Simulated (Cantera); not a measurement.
Input: 1 mol B, 0.37 mol H2O, 6.8 mol N2, held at 593 Torr.

Cantera equilibrium calculation (NASA polynomials, part measured and part estimated; ideal gas, pure solids and liquids). Candidate condensed phases: B, BN, B2O3, B3O3H3, H2O; 39 gas species. The numbers say what is thermodynamically allowed, not how fast it happens.

### Question
At 1652 °C, list the 5 most abundant gas species with their mole fractions, and the condensed phases.

### Answer
N2 0.928, H2 0.0480, B2O3 0.0115, HBO2 0.00536, HBO 0.00474. Condensed: BN(s).
